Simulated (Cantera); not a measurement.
Charge: 1 mol SiCl4, 0.019 mol HCl, 350 mol H2, at 1.90 bar.

Method: chemical equilibrium by Gibbs-energy minimisation in Cantera with the NASA 1993 tables (ideal gas, pure condensed phases). Candidate condensed phases: Si; 19 gas species. Kinetics and transport are ignored. All values below are at 1623 K.

Base state: H2 0.989, HCl 0.0106, SiCl2 0.000395, H 4.99e-5, SiH2Cl2 1.01e-5 (mole fractions); condensed: Si(s).

Problem. What changes in the equilibrium state with this change: pressure from 1.90 bar to 0.00133 bar?

Solution. 
```
species       before     after
----------  --------  --------
H2             0.989     0.987
HCl           0.0106    0.0106
H            4.99e-5   0.00188
Si           8.23e-8  0.000117
SiCl2       0.000395  0.000397
SiH2Cl2      1.01e-5   7.13e-9
Cl           4.20e-7   1.59e-5
SiCl         3.34e-7   1.26e-5
Si(s), mol     0.848     0.809
```
The tables' values for SiCl are old estimates; treat these amounts as uncertain.
